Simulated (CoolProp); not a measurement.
Vapour-liquid equilibrium of carbon dioxide (1) + ethane (2) at 246.5 K; x and y are mole fractions of (1).

Values from CoolProp's multi-fluid Helmholtz-energy mixture model, Span 1996 and Bücker 2006; pair parameters Kunz 2012.

Task: Give the bubble pressure and the first vapour's composition at x = 0.05, 0.65, 0.95. Is there an azeotrope?

Result: x = 0.05: 12.96 bar, y = 0.117; x = 0.65: 19.05 bar, y = 0.656; x = 0.95: 17.13 bar, y = 0.901. y crosses x between x = 0.65 and 0.75: the model has an azeotrope there.

Pair parameters are fitted to limited data, so mixtures are less certain than the pure fluids.
